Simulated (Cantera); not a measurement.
What does this Cantera script print?

```python
import numpy as np
import cantera as ct

gas_names = """
    CL CLO CL2 H HCL HOCL HO2 H2 H2O H2O2 O OH O2 O3 Ti TiCL TiCL2 TiCL3 TiCL4 TiO TiOCL TiOCL2 TiO2
""".split()
cond_names = """
    H2O(s) H2O(L) Ti(a) Ti(b) Ti(L) TiCL2(s) TiCL3(s) TiCL4(L) TiO(a) TiO(b) TiO(L) TiO2(ru) TiO2(L)
    Ti2O3(a) Ti2O3(b) Ti2O3(L) Ti3O5(a) Ti3O5(b) Ti3O5(L) Ti4O7(s) Ti4O7(L)
""".split()


def load(file, names, dense=False):
    # The tables refer to 1 bar. Condensed volumes are neglected.
    table = {s.name: s for s in ct.Species.list_from_file(file)}
    out = []
    for n in names:
        d = dict(table[n].input_data)
        d["thermo"] = dict(d["thermo"], **{"reference-pressure": 1e5})
        if dense:
            d["equation-of-state"] = {"model": "constant-volume", "density": "1e6 g/cm^3"}
        out.append(ct.Species.from_dict(d))
    return out


gas = ct.Solution(thermo="ideal-gas", species=load("nasa_gas.yaml", gas_names))
cond = {s.name: ct.Solution(thermo="fixed-stoichiometry", species=[s], name=s.name)
        for s in load("nasa_condensed.yaml", cond_names, dense=True)}
atoms = {
    'TiCl4': {'Ti': 1, 'CL': 4},
    'H2O': {'H': 2, 'O': 1},
}
top_T = {'TiCL2(s)': 1300, 'TiCL3(s)': 1000}  # K; cautious upper limits of use, not melting points


def equilibrate(T, P, feed):
    n = {}
    for name, mol in feed.items():
        for a, k in atoms[name].items():
            n[a] = n.get(a, 0.0) + k * mol
    gas.TPX = T, P, n
    mass = sum(n.values()) * gas.mean_molecular_weight
    gas.equilibrate("TP")
    valid = [c for c in cond.values() if c.min_temp <= T <= top_T.get(c.name, c.max_temp)]
    mix = ct.Mixture([(gas, mass / gas.mean_molecular_weight)] + [(c, 0.0) for c in valid])
    mix.T, mix.P = T, P
    mix.equilibrate("TP", solver="vcs", rtol=1e-11, max_steps=5000)
    return mix


results = []
feed = {'TiCl4': 1, 'H2O': 4.7}  # mol
T = 1423  # K
P = 6800  # Pa
mix = equilibrate(T, P, feed)
results.append((T, P, feed, dict(zip(mix.species_names, mix.species_moles))))
x = sorted(zip(gas.X, gas.species_names), reverse=True)
print(f"T = {T:g} K  P = {P:g} Pa  gas = {mix.phase_moles(0):.4g} mol")
print("   x: " + "  ".join(f"{s} {v:.3e}" for v, s in x if v > 0.001))
print("   condensed (mol): " + ("  ".join(f"{mix.phase(i).name} {mix.phase_moles(i):.4g}"
      for i in range(1, mix.n_phases) if mix.phase_moles(i) > 1e-12) or "none"))
```

Result:

```
T = 1423 K  P = 6800 Pa  gas = 6.702 mol
   x: HCL 5.961e-01  H2O 4.028e-01
   condensed (mol): TiO2(ru) 1
```

These are equilibrium values from Cantera (NASA tables, ideal gas, pure condensed phases), not measurements of a reactor. Gases not in the tables: TiO(OH)2.
